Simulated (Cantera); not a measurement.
A closed system holds: 1 mol Al, 0.029 mol CO₂, 270 mol H₂, 1.1 mol O₂, at 1525 K and 650 Pa.

Cantera equilibrium calculation (NASA polynomials, part measured and part estimated; ideal gas, pure solids and liquids). Candidate condensed phases: Al, Al₂O₃, C, C₆H₆, C₇H₈, C₈H₁₈, H₂O; 121 gas species. The numbers say what is thermodynamically allowed, not how fast it happens.

Base state: H₂ 0.997, H₂O 0.00270, H 0.000293, CO 0.000107 (mole fractions); condensed: Al₂O₃(s).

Task: What changes in the equilibrium state with this change: CO₂ from 0.029 to 5.8 mol?

Result: 
```json
[
 {"species": "H₂", "before": "0.997", "after": "0.955"},
 {"species": "H₂O", "before": "0.00270", "after": "0.0234"},
 {"species": "CO", "before": "0.000107", "after": "0.0208"},
 {"species": "CO₂", "before": "1.08e-7", "after": "0.000189"},
 {"species": "H", "before": "0.000293", "after": "0.000287"},
 {"species": "Al₂O₃(s), mol", "before": "0.500", "after": "0.500"}
]
```
